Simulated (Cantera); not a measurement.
A perfectly stirred reactor is fed with 88.5 % NO, 11.5 % N₂, at 1800 Pa; it is held at 1850 K, and followed from long to short residence time.

Cantera simulation using GRI-Mech 3.0 (53 species, 325 reactions); the numbers are that mechanism's predictions, not measurements. Radical loss at walls, strong at low pressure, is not modelled.

x: mole fraction; the columns are a selection and need not sum to one.

| τ (s) | x NO | x O₂ | x N₂ | x N₂O | x O | x NO₂ |
|---|---|---|---|---|---|---|
| 3.6 | 0.831 | 0.0264 | 0.142 | 0.000218 | 0.000331 | 8.38e-5 |
| 0.97 | 0.871 | 0.00673 | 0.122 | 0.000245 | 0.000251 | 5.25e-5 |
| 0.27 | 0.881 | 0.00166 | 0.117 | 0.000227 | 0.000211 | 3.98e-5 |
| 0.072 | 0.884 | 0.000302 | 0.115 | 0.000160 | 0.000159 | 3.04e-5 |
| 0.020 | 0.885 | 3.14e-5 | 0.115 | 7.59e-5 | 8.21e-5 | 1.56e-5 |
| 0.0054 | 0.885 | (withheld) | 0.115 | (withheld) | (withheld) | (withheld) |
| 0.0015 | 0.885 | 1.25e-7 | 0.115 | 7.40e-6 | 7.42e-6 | 3.15e-7 |
| 0.00040 | 0.885 | (withheld) | 0.115 | (withheld) | (withheld) | (withheld) |

Problem. Fill in the missing entries.

Solution. 
- 0.0054, x O₂: 1.77e-6
- 0.0054, x N₂O: 2.51e-5
- 0.0054, x O: 2.59e-5
- 0.0054, x NO₂: 2.98e-6
- 0.00040, x O₂: 8.86e-9
- 0.00040, x N₂O: 2.01e-6
- 0.00040, x O: 2.01e-6
- 0.00040, x NO₂: 2.47e-8
